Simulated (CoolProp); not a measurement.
Saturation properties of dimethyl carbonate.

Values from CoolProp's reference Helmholtz-energy equation of state, Zhou 2011.

```
T (K)  p (kPa)  liquid density (kg/m³)  vapour density (kg/m³)  enthalpy of vaporisation (kJ/kg)  surface tension (mN/m)
-----  -------  ----------------------  ----------------------  --------------------------------  ----------------------
306.2    10.84                    1053                  0.3855                             413.9                    27.2
311.2    13.72                    1046                  0.4807                             410.6                    26.5
316.3    17.29                    1039                  0.5968                             407.2                    25.7
321.3    21.51                    1032                  0.7318                             403.9                    25.0
326.3    26.53                    1025                  0.8905                             400.6                    24.2
331.3    32.49                    1019                   1.076                             397.3                    23.5
336.4    39.64                    1012                   1.295                             393.9                    22.8
341.4    47.85                    1005                   1.544                             390.6                    22.1
346.4    57.38                   997.8                   1.830                             387.2                    21.3
351.5    68.63                   990.7                   2.162                             383.7                    20.6
356.5    81.30                   983.6                   2.533                             380.3                    19.9
361.5    95.78                   976.5                   2.953                             376.9                    19.2
366.5    112.2                   969.4                   3.425                             373.4                    18.6
```

It boils at 363.3 K under 1 atm.

Surface tension comes from a separate correlation (Mulero 2014).
